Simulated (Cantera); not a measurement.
A Cantera script and its output.

```python
import numpy as np
import cantera as ct

gas = ct.Solution("gri30.yaml", transport_model="mixture-averaged")
show = ['CH4', 'OH', 'O']

rows = []
print(f"{'T/K':>7s}{'rho':>11s}{'cp':>10s}{'mu':>11s}{'lambda':>11s}{'Pr':>7s}" + "".join(f"{'D_' + s:>11s}" for s in show))
for T in [400, 600, 800, 1000, 1200, 1400]:
    gas.TPX = T, 110000, {'H2O': 0.27, 'CO': 0.35}
    Pr = gas.cp_mass * gas.viscosity / gas.thermal_conductivity
    D = [gas.mix_diff_coeffs_mole[gas.species_index(s)] for s in show]
    rows.append([gas.density, gas.cp_mass, gas.viscosity, gas.thermal_conductivity, Pr, *D])
    print(f"{T:7g}{gas.density:11.4e}{gas.cp_mass:10.1f}{gas.viscosity:11.4e}"
          f"{gas.thermal_conductivity:11.4e}{Pr:7.3f}" + "".join(f"{d:11.4e}" for d in D))
print("SI units: kg/m3, J/kg/K, Pa s, W/m/K, m2/s")
```

It prints:

```
    T/K        rho        cp         mu     lambda     Pr      D_CH4       D_OH        D_O
    400 7.8246e-01    1331.7 1.8544e-05 3.3928e-02  0.728 3.5183e-05 5.1967e-05 5.2909e-05
    600 5.2164e-01    1394.4 2.6048e-05 5.0609e-02  0.718 7.2926e-05 1.0537e-04 1.0728e-04
    800 3.9123e-01    1474.1 3.2885e-05 6.8094e-02  0.712 1.2055e-04 1.7219e-04 1.7532e-04
   1000 3.1299e-01    1551.5 3.9207e-05 8.5849e-02  0.709 1.7691e-04 2.5099e-04 2.5555e-04
   1200 2.6082e-01    1622.6 4.5121e-05 1.0350e-01  0.707 2.4123e-04 3.4080e-04 3.4700e-04
   1400 2.2356e-01    1683.6 5.0697e-05 1.2081e-01  0.707 3.1296e-04 4.4093e-04 4.4895e-04
SI units: kg/m3, J/kg/K, Pa s, W/m/K, m2/s
```

Computed with Cantera and GRI-Mech 3.0 (53 species, 325 reactions). Polar gases are described roughly by these parameters.
